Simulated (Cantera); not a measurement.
Feed: 1 mol CH3Cl, 0.36 mol H2, 0.12 mol F2, equilibrated at 0.00260 bar.

Equilibrium computed with Cantera from the NASA thermochemical tables; the gas is ideal and each condensed phase is pure. Candidate condensed phases: C, C6H6, C7H8, C8H18; 118 gas species. Kinetics and transport are ignored.

Problem. What share of the C ends up in condensed phases as a function of T (°C), at 2252, 2302, 2352, 2402, 2452, 2502, 2552, 2602, 2652, 2702?

Solution. 
| T (°C) | C condensed (%) | as |
|---|---|---|
| 2252 | 97.2 | C(graphite) |
| 2302 | 96.4 | C(graphite) |
| 2352 | 95.1 | C(graphite) |
| 2402 | 93.1 | C(graphite) |
| 2452 | 89.4 | C(graphite) |
| 2502 | 82.8 | C(graphite) |
| 2552 | 70.7 | C(graphite) |
| 2602 | 48.7 | C(graphite) |
| 2652 | 8.0 | C(graphite) |
| 2702 | 0.0 | - |
